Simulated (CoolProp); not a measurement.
Vapour-liquid equilibrium of R114 (1) + benzene (2) at 90.55 °C; x and y are mole fractions of (1).

Model: multi-fluid Helmholtz-energy mixture model, Platzer 1990 and Thol 2012; pair parameters Bell 2016, in CoolProp. This equation is an older, rougher fit; its heat capacities, sound speeds and derivatives of the liquid may be far off and weren't checked against measurements.

```csv
x,bubble pressure (kPa),y at the bubble point,dew pressure at overall composition x (kPa),liquid density (mol/L)
0.05,252.9,0.461,(withheld),(withheld)
0.15,429.6,0.695,162.5,9.777
0.25,557.0,0.775,183.7,9.458
0.35,653.8,0.819,211.2,9.140
0.45,733.5,0.848,248.1,8.825
0.55,805.3,0.873,300.3,8.511
0.65,875.8,0.896,379.3,(withheld)
0.75,949.6,(withheld),(withheld),(withheld)
0.85,1030,0.949,738.2,7.577
0.95,1120,0.981,1034,7.267
```

Task: What belongs in the gaps?

Result: 
- 0.05, dew pressure at overall composition x (kPa): 145.6
- 0.05, liquid density (mol/L): 10.10
- 0.65, liquid density (mol/L): 8.198
- 0.75, y at the bubble point: 0.921
- 0.75, dew pressure at overall composition x (kPa): 510.0
- 0.75, liquid density (mol/L): 7.887

No azeotrope shows between x = 0.05 and 0.95.

Pair parameters are fitted to limited data, so mixtures are less certain than the pure fluids.
